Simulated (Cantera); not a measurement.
Input: 1 mol SiO₂, 0.76 mol Al₂O₃, 73 mol H₂, equilibrated at 1852 °C and 0.240 bar.

Cantera equilibrium calculation (NASA polynomials, part measured and part estimated; ideal gas, pure solids and liquids). Candidate condensed phases: Al, Al₂O₃, Al₂SiO₅, Al₆Si₂O₁₃, H₂O, Si, SiO₂; 28 gas species. The numbers say what is thermodynamically allowed, not how fast it happens.

Base state: H₂ 0.966, SiO 0.0135, H₂O 0.0135, H 0.00728, OH 1.26e-5 (mole fractions); condensed: Al₂O₃(s).

Question: What changes in the equilibrium state with this change: pressure from 0.240 bar to 0.00133 bar?

Answer: 
```
species         before     after
-------------  -------  --------
H₂               0.966     0.880
H              0.00728    0.0933
H₂O             0.0135    0.0131
SiO             0.0135    0.0129
Al             1.49e-6  0.000241
O              6.73e-8   1.30e-5
AlO            9.03e-8   1.57e-5
Al₂O           1.26e-7   1.98e-5
OH             1.26e-5  0.000173
AlOH           5.86e-6   7.25e-5
Al₂O₃(s), mol    0.760     0.745
```
The tables' values for AlOH are old estimates; treat these amounts as uncertain.

Question: What changes in the equilibrium state with this change: temperature from 1852 °C to 2100 °C?

Answer: 
```tsv
species	before	after
H₂	0.966	0.945
H	0.00728	0.0277
H₂O	0.0135	0.0136
SiO	0.0135	0.0133
Al	1.49e-6	0.000121
Al₂O	1.26e-7	3.29e-5
AlOH	5.86e-6	0.000101
Al₂O₃(s), mol	0.760	0
Al₂O₃(l), mol	0	0.748
```
The tables' values for AlOH are old estimates; treat these amounts as uncertain.

Question: What changes in the equilibrium state with this change: temperature from 1852 °C to 1225 °C?

Answer: 
```
species                   before    after
-----------------------  -------  -------
H₂                         0.966    1.000
H₂O                       0.0135  8.21e-5
SiO                       0.0135  8.21e-5
OH                       1.26e-5    <1e-9
H                        0.00728  3.51e-5
Al₂O₃(s), mol              0.760        0
Al₆Si₂O₁₃(mullite), mol        0    0.253
SiO₂(β-quartz), mol            0    0.487
```
Mutual solubility and eutectic melting of coexisting phases are not modelled. The tables hold silica as quartz up to 1696 K and as liquid above; real silica turns to tridymite and cristobalite and melts near 1996 K. Condensed phases not in the tables: alloys, solid solutions and most ternary compounds.
